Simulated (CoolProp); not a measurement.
Properties of nitrous oxide along the isotherm 28.05 °C.

The numbers come from the reference Helmholtz-energy equation of state, Lemmon 2006 in CoolProp. It is a short technical equation, of lower accuracy than the large ones.

```json
[
 {"p (bar)": "31.2", "phase": "gas", "Z": "0.8137", "cp (kJ/(kg K))": "1.224", "cv (kJ/(kg K))": "0.7764", "Joule-Thomson coefficient (K/MPa)": "11.19", "isothermal compressibility (1/MPa)": "0.4073"},
 {"p (bar)": "62.5", "phase": "liquid", "Z": "0.1524", "cp (kJ/(kg K))": "4.320", "cv (kJ/(kg K))": "0.9536", "Joule-Thomson coefficient (K/MPa)": "1.758", "isothermal compressibility (1/MPa)": "0.05738"},
 {"p (bar)": "93.8", "phase": "liquid", "Z": "0.2078", "cp (kJ/(kg K))": "2.655", "cv (kJ/(kg K))": "0.9194", "Joule-Thomson coefficient (K/MPa)": "0.8559", "isothermal compressibility (1/MPa)": "0.01894"},
 {"p (bar)": "125", "phase": "liquid", "Z": "0.2643", "cp (kJ/(kg K))": "2.294", "cv (kJ/(kg K))": "0.9109", "Joule-Thomson coefficient (K/MPa)": "0.5500", "isothermal compressibility (1/MPa)": "0.01212"},
 {"p (bar)": "156", "phase": "liquid", "Z": "0.3194", "cp (kJ/(kg K))": "2.116", "cv (kJ/(kg K))": "0.9078", "Joule-Thomson coefficient (K/MPa)": "0.3776", "isothermal compressibility (1/MPa)": "0.009096"},
 {"p (bar)": "188", "phase": "liquid", "Z": "0.3750", "cp (kJ/(kg K))": "2.002", "cv (kJ/(kg K))": "0.9067", "Joule-Thomson coefficient (K/MPa)": "0.2588", "isothermal compressibility (1/MPa)": "0.007297"},
 {"p (bar)": "219", "phase": "liquid", "Z": "0.4279", "cp (kJ/(kg K))": "1.926", "cv (kJ/(kg K))": "0.9067", "Joule-Thomson coefficient (K/MPa)": "0.1751", "isothermal compressibility (1/MPa)": "0.006153"},
 {"p (bar)": "250", "phase": "liquid", "Z": "0.4799", "cp (kJ/(kg K))": "1.868", "cv (kJ/(kg K))": "0.9073", "Joule-Thomson coefficient (K/MPa)": "0.1105", "isothermal compressibility (1/MPa)": "0.005335"},
 {"p (bar)": "281", "phase": "liquid", "Z": "0.5310", "cp (kJ/(kg K))": "1.823", "cv (kJ/(kg K))": "0.9083", "Joule-Thomson coefficient (K/MPa)": "0.05868", "isothermal compressibility (1/MPa)": "0.004718"},
 {"p (bar)": "312", "phase": "liquid", "Z": "0.5815", "cp (kJ/(kg K))": "1.787", "cv (kJ/(kg K))": "0.9095", "Joule-Thomson coefficient (K/MPa)": "0.01607", "isothermal compressibility (1/MPa)": "0.004235"},
 {"p (bar)": "344", "phase": "liquid", "Z": "0.6330", "cp (kJ/(kg K))": "1.755", "cv (kJ/(kg K))": "0.9109", "Joule-Thomson coefficient (K/MPa)": "-0.02078", "isothermal compressibility (1/MPa)": "0.003834"},
 {"p (bar)": "375", "phase": "liquid", "Z": "0.6822", "cp (kJ/(kg K))": "1.730", "cv (kJ/(kg K))": "0.9124", "Joule-Thomson coefficient (K/MPa)": "-0.05119", "isothermal compressibility (1/MPa)": "0.003515"},
 {"p (bar)": "406", "phase": "liquid", "Z": "0.7309", "cp (kJ/(kg K))": "1.708", "cv (kJ/(kg K))": "0.9140", "Joule-Thomson coefficient (K/MPa)": "-0.07752", "isothermal compressibility (1/MPa)": "0.003247"},
 {"p (bar)": "438", "phase": "liquid", "Z": "0.7806", "cp (kJ/(kg K))": "1.688", "cv (kJ/(kg K))": "0.9156", "Joule-Thomson coefficient (K/MPa)": "-0.1012", "isothermal compressibility (1/MPa)": "0.003012"},
 {"p (bar)": "469", "phase": "liquid", "Z": "0.8284", "cp (kJ/(kg K))": "1.672", "cv (kJ/(kg K))": "0.9173", "Joule-Thomson coefficient (K/MPa)": "-0.1215", "isothermal compressibility (1/MPa)": "0.002815"},
 {"p (bar)": "500", "phase": "liquid", "Z": "0.8757", "cp (kJ/(kg K))": "1.657", "cv (kJ/(kg K))": "0.9190", "Joule-Thomson coefficient (K/MPa)": "-0.1396", "isothermal compressibility (1/MPa)": "0.002644"}
]
```
